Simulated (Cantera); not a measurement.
# NaCl + HF + H2 (halide evaporation, hydrolysis and transport)

Input: 1 mol NaCl, 0.048 mol HF, 0.22 mol H2, equilibrated at 1750 K.

Method: chemical equilibrium by Gibbs-energy minimisation in Cantera with the NASA 1993 tables (ideal gas, pure condensed phases). Candidate condensed phases: Na, NaCl, NaF; 23 gas species. The numbers say what is thermodynamically allowed, not how fast it happens.

```tsv
P (Pa)	x NaCl	x Na	x H2	x HCl	x Na2Cl2	x Cl	x H	x HF	x NaF
0.100	0.419	0.222	0.0525	0.125	4.55e-8	0.0978	0.0533	0.0300	0.000826
0.460	0.536	0.161	0.0769	0.125	3.44e-7	0.0376	0.0301	0.0324	0.00115
2.20	0.615	0.115	0.102	0.105	2.16e-6	0.0125	0.0158	0.0335	0.00162
10	0.666	0.0829	0.122	0.0810	1.15e-5	0.00416	0.00812	0.0338	0.00228
46	0.702	0.0583	0.138	0.0602	5.88e-5	0.00136	0.00402	0.0334	0.00321
220	0.728	0.0396	0.149	0.0437	0.000302	0.000432	0.00192	0.0326	0.00446
1000	0.744	0.0264	0.158	0.0323	0.00144	0.000146	0.000924	0.0314	0.00595
4600	0.749	0.0168	0.165	0.0244	0.00670	5.03e-5	0.000440	0.0302	0.00761
22000	0.729	0.00977	0.173	0.0191	0.0303	1.76e-5	0.000206	0.0295	0.00924
100000	0.642	0.00506	0.189	0.0159	0.107	6.57e-6	0.000101	0.0310	0.0102
```
x: gas mole fraction; nothing condenses.

From 1.00e-6 bar to 1.00 bar nothing is condensed. The main Na-bearing gas is NaCl throughout.
